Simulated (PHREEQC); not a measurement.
# Spent oxide etchant

A solution holds 0.027 mol HF, 4.1e-05 mol (NH4)2SiF6, 0.033 mol H3BO3 and 0.23 mol HCl per kg of water, at 25 °C. Closed to the air; pH follows from the charge balance.

All values are PHREEQC results (ion-association model, phreeqc.dat), not measurements.

This is a speciation only: nothing precipitates in the calculation.

Question: Estimate the pH.

Answer: pH 0.73.

Question: In which forms is F present?

Answer: BF4- 77 %, HF 18 %, BF3OH- 4.2 %, BF2(OH)2- 0.7 % of the F.

SiF6-2 is the database's only silicon fluoride. Real BF4- forms and hydrolyses slowly; the run takes it at equilibrium.
